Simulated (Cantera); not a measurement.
An isothermal, constant-pressure homogeneous reactor starts with H₂ : O₂ = 0.037 : 1 (molar parts), at 1250 K and 3.90 Torr.

Detailed kinetics in Cantera: GRI-Mech 3.0 (53 species, 325 reactions). Radical loss at walls, strong at low pressure, is not modelled. The temperature is held fixed by assumption; the heat of reaction is taken as removed at once.

x: mole fraction; the columns are a selection and need not sum to one.

```json
[
 {"t (s)": "0.000700", "x H₂": "0.0357", "x O₂": "0.964", "x H": "___", "x O": "3.91e-8", "x HO₂": "2.14e-8", "x H₂O": "3.33e-8"},
 {"t (s)": "0.00337", "x H₂": "0.0356", "x O₂": "0.964", "x H": "___", "x O": "3.49e-5", "x HO₂": "1.33e-7", "x H₂O": "4.64e-5"},
 {"t (s)": "0.0162", "x H₂": "0.000458", "x O₂": "0.934", "x H": "___", "x O": "0.0266", "x HO₂": "8.85e-7", "x H₂O": "0.0317"},
 {"t (s)": "0.0778", "x H₂": "0.000400", "x O₂": "0.938", "x H": "___", "x O": "0.0230", "x HO₂": "8.50e-7", "x H₂O": "0.0323"},
 {"t (s)": "0.374", "x H₂": "0.000226", "x O₂": "0.950", "x H": "___", "x O": "0.0125", "x HO₂": "6.96e-7", "x H₂O": "0.0341"},
 {"t (s)": "1.80", "x H₂": "4.02e-5", "x O₂": "0.961", "x H": "___", "x O": "0.00215", "x HO₂": "3.05e-7", "x H₂O": "0.0357"},
 {"t (s)": "8.65", "x H₂": "2.91e-6", "x O₂": "0.963", "x H": "___", "x O": "0.000154", "x HO₂": "5.14e-8", "x H₂O": "0.0362"},
 {"t (s)": "41.6", "x H₂": "2.38e-7", "x O₂": "0.964", "x H": "___", "x O": "1.26e-5", "x HO₂": "9.00e-9", "x H₂O": "0.0363"},
 {"t (s)": "200", "x H₂": "3.33e-8", "x O₂": "0.964", "x H": "___", "x O": "1.77e-6", "x HO₂": "9.13e-9", "x H₂O": "0.0363"}
]
```

Some entries are withheld; supply them.


- 0.000700, x H: 1.55e-8
- 0.00337, x H: 1.16e-5
- 0.0162, x H: 0.00409
- 0.0778, x H: 0.00330
- 0.374, x H: 0.00133
- 1.80, x H: 9.67e-5
- 8.65, x H: 1.86e-6
- 41.6, x H: 4.38e-8
- 200, x H: 2.30e-9
